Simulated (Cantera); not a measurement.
## Thermodynamics of silicon etching in halogen gases, feed Si + HCl + N2

Charge: 1 mol Si, 5 mol HCl, 63 mol N2, at 0.000110 bar.

Cantera equilibrium calculation (NASA polynomials, part measured and part estimated; ideal gas, pure solids and liquids). Candidate condensed phases: NH4Cl, Si, Si3N4; 28 gas species. N2 is the only nitrogen source here; it is nearly inert below about 1500 K, so the nitride shown seldom forms there in practice. The tables' values for SiCl3 are old estimates; treat these amounts as uncertain. Equilibrium is a limit: real reactors are often held back by kinetics, nucleation or transport.

```
T (°C)  log p N2  log p HCl  log p H2  log p SiCl2  log p SiCl4  log p SiCl3  log p Cl  n Si3N4(s)
------  --------  ---------  --------  -----------  -----------  -----------  --------  ----------
252        -3.99      -5.35     -5.73         <-15        -6.03       -15.83      <-15       0.145
352        -3.99      -5.27     -5.84         <-15        -6.14       -13.23      <-15       0.187
452        -3.99      -5.23     -5.93       -14.11        -6.23       -11.36    -15.26       0.214
552        -3.99      -5.21     -6.00       -11.66        -6.31        -9.95    -13.30       0.232
652        -3.99      -5.19     -6.06        -9.75        -6.36        -8.85    -11.76       0.245
752        -3.99      -5.18     -6.10        -8.22        -6.42        -7.98    -10.52       0.252
852        -3.99      -5.18     -6.12        -7.00        -6.53        -7.31     -9.52       0.243
952        -3.99      -5.21     -6.00        -6.18        -7.01        -7.04     -8.78       0.160
1052       -3.99      -5.32     -5.78        -5.81        -8.03        -7.29     -8.29           0
```
log p: log10 of the partial pressure in bar; n: condensed amount in mol.

From 252 °C to 952 °C the condensed part is Si3N4(s). At 1052 °C nothing is condensed. The main Si-bearing gas is SiCl4 at 252 °C and SiCl2 at 1052 °C. The share of Si in condensed phases is highest at 752 °C (75.6 %) and lowest at 1052 °C (0.0 %).
